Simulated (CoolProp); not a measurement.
Saturation properties of octamethylcyclotetrasiloxane (D4) (Tc = 586.5 K, pc = 1347 kPa, ω = 0.598).

The numbers come from the reference Helmholtz-energy equation of state, Thol 2015 in CoolProp.

| T (K) | p (kPa) | liquid density (kg/m³) | vapour density (kg/m³) | enthalpy of vaporisation (kJ/kg) | liquid cp (kJ/(kg K)) |
|---|---|---|---|---|---|
| 365.9 | 6.433 | 871.9 | 0.6333 | 161.2 | 1.800 |
| 370.6 | 7.862 | 866.2 | 0.7654 | 159.5 | 1.810 |
| 375.4 | 9.583 | 860.4 | 0.9228 | 157.9 | 1.821 |
| 380.1 | ___ | 854.7 | 1.102 | 156.2 | 1.831 |
| 384.8 | 13.86 | 848.9 | 1.307 | 154.6 | 1.842 |
| 389.6 | ___ | 843.0 | 1.549 | 152.9 | 1.853 |
| 394.3 | ___ | 837.2 | 1.819 | 151.2 | 1.864 |
| 399 | 23.16 | 831.3 | 2.126 | 149.5 | 1.875 |
| 403.8 | 27.26 | 825.3 | 2.480 | 147.8 | 1.886 |
| 408.5 | 31.82 | 819.3 | ___ | 146.1 | 1.897 |
| 413.2 | 36.97 | 813.3 | 3.313 | 144.4 | 1.908 |
| 418 | 42.89 | 807.1 | 3.817 | 142.6 | 1.920 |

Task: Some entries are withheld; supply them.

Result: 
- 380.1, p (kPa): 11.56
- 389.6, p (kPa): 16.58
- 394.3, p (kPa): 19.64
- 408.5, vapour density (kg/m³): 2.873

It boils at 448.9 K under 1 atm.
